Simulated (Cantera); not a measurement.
Feed: 1 mol CH2F2, 0.95 mol F2, a varied amount of H2, held at 798.15 K and 17.0 mbar.

Equilibrium computed with Cantera from the NASA thermochemical tables; the gas is ideal and each condensed phase is pure. Candidate condensed phases: C, C6H6, C7H8, C8H18; 95 gas species. Rates play no part.

Question: At 6.4 mol H2, list the 3 most abundant gas species with their mole fractions, and the condensed phases.

Answer: H2 0.572, HF 0.420, CH4 0.00771. Condensed: C(graphite).
